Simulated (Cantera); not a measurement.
Feed: 1 mol N₂O, 0.053 mol H₂O, 0.32 mol O₂, held at 2575 °C and 76.0 Pa.

Equilibrium computed with Cantera from the NASA thermochemical tables; the gas is ideal and each condensed phase is pure. Candidate condensed phases: H₂O; 24 gas species. Equilibrium is a limit: real reactors are often held back by kinetics, nucleation or transport.

Question: What is the equilibrium state?

Answer: 
```
Item            Value
----------  ---------
x(O)            0.526
x(N₂)           0.372
x(O₂)          0.0492
x(H)           0.0372
x(NO)          0.0131
x(OH)         0.00255
x(H₂)        0.000113
x(N)         0.000110
x(H₂O)        2.64e-5
gas amount  2.645 mol
```
